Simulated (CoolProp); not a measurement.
Model: reference Helmholtz-energy equation of state, Platzer 1990, in CoolProp. This equation is an older, rougher fit; its heat capacities, sound speeds and derivatives of the liquid may be far off and weren't checked against measurements.

Task: Give the vapour pressure (kPa), liquid density (kg/m³), vapour density (kg/m³) of saturated R21 at 333.3 K.

Result: 
| T (K) | p (kPa) | liquid density (kg/m³) | vapour density (kg/m³) |
|---|---|---|---|
| 333.3 | 524 | 1280 | 21.8 |
